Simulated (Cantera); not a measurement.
Cantera with NASA thermochemical tables; ideal gases at 1 bar, condensed phases pure. Values are per mole of reaction as written; species without (g) are pure solids or liquids, kept so even where they would boil at 1 bar.

Q: Between 575 and 1175 K, where is each reaction favourable under standard conditions?
- C + O2(g) = CO2(g)
- 4 Al + O2(g) = 2 Al2O(g)
- 2 Si + O2(g) = 2 SiO(g)

A: 
- C + O2(g) = CO2(g): ΔG° is -395 kJ at 575 K and -396 kJ at 1175 K; it stays negative (K > 1). ΔH° is -395 kJ and ΔS° 1 J/K at 1175 K.
- 4 Al + O2(g) = 2 Al2O(g): ΔG° is -395 kJ at 575 K and -478 kJ at 1175 K; it stays negative (K > 1). ΔH° is -363 kJ and ΔS° 98 J/K at 1175 K.
- 2 Si + O2(g) = 2 SiO(g): ΔG° is -303 kJ at 575 K and -403 kJ at 1175 K; it stays negative (K > 1). ΔH° is -214 kJ and ΔS° 161 J/K at 1175 K.
